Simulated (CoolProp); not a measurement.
Vapour-liquid equilibrium of cyclohexane (1) + ethylbenzene (2) at 35.15 °C; x and y are mole fractions of (1).

Values from CoolProp's multi-fluid Helmholtz-energy mixture model, Zhou 2014 and Zhou 2012; pair parameters Bell 2016.

| x | bubble pressure, mixture model (MPa) | bubble pressure, Raoult's law (MPa) | y, mixture model | y, Raoult's law |
|---|---|---|---|---|
| 0.05 | ___ | 0.003134 | 0.378 | 0.322 |
| 0.2 | ___ | 0.005830 | ___ | 0.693 |
| 0.35 | 0.009871 | 0.008527 | 0.848 | 0.830 |
| 0.5 | 0.01252 | 0.01122 | ___ | 0.900 |
| 0.65 | ___ | 0.01392 | ___ | 0.944 |
| 0.8 | ___ | 0.01662 | 0.966 | 0.973 |
| 0.95 | ___ | 0.01931 | 0.991 | 0.994 |

Problem. Fill in the missing entries.

Solution. 
- 0.05, bubble pressure, mixture model (MPa): 0.003422
- 0.2, bubble pressure, mixture model (MPa): 0.006829
- 0.2, y, mixture model: 0.735
- 0.5, y, mixture model: 0.903
- 0.65, bubble pressure, mixture model (MPa): 0.01487
- 0.65, y, mixture model: 0.939
- 0.8, bubble pressure, mixture model (MPa): 0.01709
- 0.95, bubble pressure, mixture model (MPa): 0.01939

The largest gap from Raoult's law is +17.1 % in bubble pressure, at x = 0.2. No azeotrope shows between x = 0.05 and 0.95.

Pair parameters are fitted to limited data, so mixtures are less certain than the pure fluids.
